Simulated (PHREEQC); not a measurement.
Make-up at 25 °C: 0.0058 mol/kgw NH4HS and 0.0029 mol/kgw Na3PO4. Closed to the air; pH follows from the charge balance.

The numbers come from PHREEQC with the ion-association model, phreeqc.dat.

Each row changes one thing in this solution. Precipitation was switched off in this run.

```csv
case,pH,ionic strength (mol/kgw),NH3 (mol/kgw),NH4+ (mol/kgw)
as made,9.30,0.0144,0.00291,0.00289
Na3PO4 left out,8.09,0.00545,0.000353,0.00545
temperature from 25 to 65 °C,8.29,0.0141,0.00310,0.00270
7.2e-05 mol/kgw TMAH added,9.32,0.0144,0.00298,0.00282
NH4HS replaced by NH4F at the same molality,9.30,0.0144,0.00289,0.00291
NH4HS from 0.0058 to 0.058 mol/kgw,8.32,0.0646,0.00485,0.0532
Na3PO4 from 0.0029 to 0.00319 mol/kgw,9.39,0.0153,0.00318,0.00262
```

Complexes and solids missing from the database can't appear. (CH3)4N+ isn't in the database: it is added as a free cation with an ion size of 4 Å. Constants without temperature data keep their 25 °C values here.
